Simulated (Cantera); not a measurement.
**Adiabatic ignition**

An adiabatic, constant-pressure homogeneous reactor starts with CO : H₂ : CH₄ : O₂ : N₂ = 1 : 0.35 : 0.095 : 1.97 : 8.65 (molar parts), equivalence ratio 0.44, at 1325 K and 0.740 atm.

Computed with Cantera and GRI-Mech 3.0 (53 species, 325 reactions).

```
t (s)     T (K)     x CO      x H₂     x CH₄   x C₂H₆      x O   x C₂H₂     x NO₂
--------  -----  -------  --------  --------  -------  -------  -------  --------
5.00e-6    1325   0.0829    0.0290   0.00787   <1e-12  1.60e-8   <1e-12    <1e-12
1.32e-5    1325   0.0829    0.0290   0.00787   <1e-12  7.97e-8   <1e-12    <1e-12
3.49e-5    1325   0.0829    0.0290   0.00787  1.18e-9  2.37e-6   <1e-12    <1e-12
9.20e-5    1469   0.0822    0.0125  0.000828  9.71e-8  0.00674  7.20e-8  4.70e-11
0.000243   1877   0.0265   0.00291    <1e-12   <1e-12   0.0190   <1e-12   7.38e-9
0.000642   2109   0.0152   0.00147    <1e-12   <1e-12  0.00837   <1e-12   2.89e-8
0.00169    2231  0.00706  0.000622    <1e-12   <1e-12  0.00330   <1e-12   1.08e-7
0.00447    2275  0.00374  0.000327    <1e-12   <1e-12  0.00169   <1e-12   2.70e-7
0.0118     2277  0.00348  0.000306    <1e-12   <1e-12  0.00157   <1e-12   5.80e-7
0.0312     2275  0.00344  0.000303    <1e-12   <1e-12  0.00155   <1e-12   1.33e-6
0.0823     2271  0.00337  0.000298    <1e-12   <1e-12  0.00150   <1e-12   2.93e-6
0.217      2265  0.00328  0.000290    <1e-12   <1e-12  0.00143   <1e-12   5.16e-6
0.574      2262  0.00323  0.000287    <1e-12   <1e-12  0.00140   <1e-12   6.25e-6
1.51       2262  0.00323  0.000286    <1e-12   <1e-12  0.00140   <1e-12   6.31e-6
4.00       2262  0.00323  0.000286    <1e-12   <1e-12  0.00140   <1e-12   6.31e-6
```
x: mole fraction; the columns are a selection and need not sum to one.

```yaml
time_of_steepest_temperature_rise: 87.5 µs
temperature at 4.00 s: 2262 K
equilibrium_temperature: 2262 K
x(CO) at 4.00 s: 0.00323 (gas-phase equilibrium 0.00323)
x(H₂) at 4.00 s: 0.000286 (gas-phase equilibrium 0.000286)
x(CH₄) at 4.00 s: <1e-12 (gas-phase equilibrium <1e-12)
```
